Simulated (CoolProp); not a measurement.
trans-2-butene along the isobar 1.96 MPa: Z from the reference equation and from simpler models built on Tc = 428.6 K, pc = 4.019 MPa, ω = 0.210; each cubic takes its own stable root.

Computed with CoolProp (reference Helmholtz-energy equation of state, Lemmon 2005). It is a short technical equation, of lower accuracy than the large ones.

```csv
T (K),phase,reference
311.8,liquid,0.07252
317.4,liquid,0.07210
322.9,liquid,0.07175
328.5,liquid,0.07145
334,liquid,0.07122
339.6,liquid,0.07104
345.1,liquid,0.07094
350.6,liquid,0.07092
356.2,liquid,0.07098
361.7,liquid,0.07114
367.3,liquid,0.07141
372.8,liquid,0.07182
378.4,liquid,0.07240
383.9,liquid,0.07318
389.5,gas,0.6906
395,gas,0.7132
```

How far does each simpler model (van der Waals, Soave-Redlich-Kwong) lie from the reference over these 16 states: mean and median of the absolute difference, and the worst?


- van der Waals: mean 325.2 %, median 65.0 %, worst +940.3 % at 383.9 K and 1.96 MPa
- Soave-Redlich-Kwong: mean 11.8 %, median 12.1 %, worst +18.0 % at 383.9 K and 1.96 MPa

At some of these states van der Waals gives the other phase, because its saturation line lies elsewhere.
